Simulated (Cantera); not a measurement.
**Low-pressure radical oxidation in H2/O2**

An isothermal, constant-pressure homogeneous reactor starts with 6.54 % H2, 85.0 % O2, 8.50 % H2O, equivalence ratio 0.038, at 950 K and 0.00140 bar.

Model: the H2/O2 subset of GRI-Mech 3.0, which has no nitrogen chemistry, integrated in Cantera. Radical loss at walls, strong at low pressure, is not modelled. The temperature is held fixed by assumption; the heat of reaction is taken as removed at once.

| t (s) | x H2 | x O2 | x OH | x H2O2 | x HO2 |
|---|---|---|---|---|---|
| 2.00e-6 | 0.0654 | 0.850 | <1e-12 | <1e-12 | <1e-12 |
| 6.32e-6 | 0.0654 | 0.850 | <1e-12 | <1e-12 | <1e-12 |
| 2.00e-5 | 0.0654 | 0.850 | <1e-12 | <1e-12 | <1e-12 |
| 6.32e-5 | 0.0654 | 0.850 | <1e-12 | <1e-12 | <1e-12 |
| 0.000200 | 0.0654 | 0.850 | <1e-12 | <1e-12 | 2.69e-12 |
| 0.000632 | 0.0654 | 0.850 | <1e-12 | <1e-12 | 8.50e-12 |
| 0.00200 | 0.0654 | 0.850 | 6.34e-12 | <1e-12 | 2.69e-11 |
| 0.00632 | 0.0654 | 0.850 | 4.53e-11 | <1e-12 | 8.56e-11 |
| 0.0200 | 0.0654 | 0.850 | 2.18e-9 | <1e-12 | 3.14e-10 |
| 0.0632 | 0.0640 | 0.849 | 0.000215 | 8.57e-10 | 1.18e-6 |
| 0.200 | 0.00229 | 0.819 | 0.00192 | 1.83e-8 | 1.60e-6 |
| 0.632 | 0.00112 | 0.833 | 0.00134 | 2.31e-8 | 1.52e-6 |
| 2.00 | 0.000197 | 0.843 | 0.000547 | 2.72e-8 | 1.01e-6 |
x: mole fraction; the columns are a selection and need not sum to one.

Equilibrium at this temperature and pressure: H2 8.29e-11, O2 0.845, OH 3.76e-7, H2O2 7.68e-12, HO2 2.75e-10 (gas phase only).
